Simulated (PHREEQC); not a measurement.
2.5 g of hydrous ferric oxide (600 m²/g; 0.2 weak and 0.005 strong sites per Fe, Dzombak-Morel constants, diffuse double layer) in 1 kg of water with 0.3 mol/kgw of an inert sodium salt and 0.0091 mmol/kgw NiCl2 and 13 mmol/kgw ZnCl2, at 25 °C; the pH is set by adding NaOH or the inert anion's acid. O2 is buffered at 0.21 atm. The system is closed to CO2. No solid was allowed to form.

All values are PHREEQC results (ion-association model, wateq4f.dat), not measurements.

Predict Ni sorbed (%) at pH = 4, 9.33.


```csv
pH,Ni sorbed (%)
4,0.0
9.33,65.9
```

Along this series the solution becomes supersaturated in solids that the run did not let form, among them Zn(OH)2-e, Zn5(OH)8Cl2, Ni(OH)2. Species that the database lacks are ignored.
